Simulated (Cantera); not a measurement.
Input: 1 mol Si, 0.79 mol O₂, 200 mol H₂, at 1725 K.

Method: chemical equilibrium by Gibbs-energy minimisation in Cantera with the NASA 1993 tables (ideal gas, pure condensed phases). Candidate condensed phases: H₂O, Si, SiO₂; 18 gas species. Each liquid is taken as pure. Mutual solubility and eutectic melting of coexisting phases are not modelled. The tables hold silica as quartz up to 1696 K and as liquid above; real silica turns to tridymite and cristobalite and melts near 1996 K. Gases not in the tables: Si₂H₆ and higher silanes. Equilibrium is a limit: real reactors are often held back by kinetics, nucleation or transport.

### Question
What share of the Si ends up in condensed phases as a function of P (Pa), at 0.100, 1, 10, 100, 1000, 10000, 100000, 1000000?

### Answer
```json
[
 {"P (Pa)": "0.100", "Si condensed (%)": "0.0", "as": "-"},
 {"P (Pa)": "1", "Si condensed (%)": "0.0", "as": "-"},
 {"P (Pa)": "10", "Si condensed (%)": "0.0", "as": "-"},
 {"P (Pa)": "100", "Si condensed (%)": "0.0", "as": "-"},
 {"P (Pa)": "1000", "Si condensed (%)": "0.0", "as": "-"},
 {"P (Pa)": "10000", "Si condensed (%)": "30.6", "as": "SiO₂(condensed)"},
 {"P (Pa)": "100000", "Si condensed (%)": "53.9", "as": "SiO₂(condensed)"},
 {"P (Pa)": "1000000", "Si condensed (%)": "64.8", "as": "Si(l) + SiO₂(condensed)"}
]
```
